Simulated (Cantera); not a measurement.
A Cantera script and its output.

```python
import numpy as np
import cantera as ct

gas = ct.Solution("gri30.yaml")
gas.TPX = 1073, 101325, {'CH4': 1, 'C2H6': 0.25, 'O2': 3.73, 'N2': 23.5}
reactor = ct.IdealGasReactor(gas, energy="on", clone=False)
net = ct.ReactorNet([reactor])
net.rtol, net.atol = 1e-08, 1e-16
show = ['CH4', 'C2H6', 'O2', 'H2O', 'O', 'CO']
times = np.geomspace(3e-06, 0.3, 12)

steps = ct.SolutionArray(gas, extra=["t"])
rows = []
print(f"{'t/s':>10s}{'T/K':>9s}{'P/Pa':>11s}" + "".join(f"{s:>11s}" for s in show))
for t in times:
    while net.time < t:
        t_next = net.step()
        steps.append(gas.state, t=t_next)
    rows.append([np.interp(t, steps.t, y) for y in (steps.T, steps.P, *steps(*show).X.T)])
    print(f"{t:10.3e}{rows[-1][0]:9.1f}{rows[-1][1]:11.4g}" + "".join(f"{x:11.3e}" for x in rows[-1][2:]))
rate = np.gradient(steps.T, steps.t)
print("integrator steps:", len(steps.t))
if steps.T.max() > steps.T[0] + 200:
    print(f"time of steepest temperature rise: {steps.t[rate.argmax()]:.4e} s")
gas.TPX = 1073, 101325, {'CH4': 1, 'C2H6': 0.25, 'O2': 3.73, 'N2': 23.5}
gas.equilibrate("UV")
print(f"equilibrium (UV): T = {gas.T:.1f} K  " + "  ".join(f"{s} {gas[s].X[0]:.3e}" for s in show))
```

Result:

```
       t/s      T/K       P/Pa        CH4       C2H6         O2        H2O          O         CO
 3.000e-06   1073.0  1.013e+05  3.511e-02  8.778e-03  1.310e-01  2.949e-13  6.638e-14  4.550e-19
 8.544e-06   1073.0  1.013e+05  3.511e-02  8.778e-03  1.310e-01  3.229e-12  2.186e-13  1.138e-17
 2.433e-05   1073.0  1.013e+05  3.511e-02  8.778e-03  1.310e-01  2.921e-11  6.690e-13  2.719e-16
 6.930e-05   1073.0  1.013e+05  3.511e-02  8.778e-03  1.310e-01  2.463e-10  1.966e-12  6.334e-15
 1.974e-04   1073.0  1.013e+05  3.511e-02  8.778e-03  1.310e-01  1.980e-09  5.443e-12  1.455e-13
 5.621e-04   1073.0  1.013e+05  3.511e-02  8.778e-03  1.310e-01  1.524e-08  1.419e-11  3.277e-12
 1.601e-03   1073.0  1.013e+05  3.511e-02  8.778e-03  1.310e-01  1.188e-07  3.662e-11  7.441e-11
 4.560e-03   1073.0  1.013e+05  3.511e-02  8.775e-03  1.310e-01  1.186e-06  1.231e-10  2.064e-09
 1.299e-02   1073.2  1.013e+05  3.510e-02  8.747e-03  1.309e-01  3.131e-05  1.755e-09  2.421e-07
 3.699e-02   2367.7  2.255e+05  1.056e-18  3.606e-35  2.974e-02  9.226e-02  8.412e-04  3.337e-03
 1.053e-01   2357.0  2.244e+05  1.017e-18  3.306e-35  2.752e-02  9.242e-02  7.646e-04  3.267e-03
 3.000e-01   2356.1  2.243e+05  1.014e-18  3.281e-35  2.733e-02  9.244e-02  7.583e-04  3.262e-03
integrator steps: 2188
time of steepest temperature rise: 2.9494e-02 s
equilibrium (UV): T = 2356.1 K  CH4 1.452e-18  C2H6 5.411e-35  O2 2.733e-02  H2O 9.244e-02  O 7.583e-04  CO 3.262e-03
```

Cantera simulation using GRI-Mech 3.0 (53 species, 325 reactions); the numbers are that mechanism's predictions, not measurements.
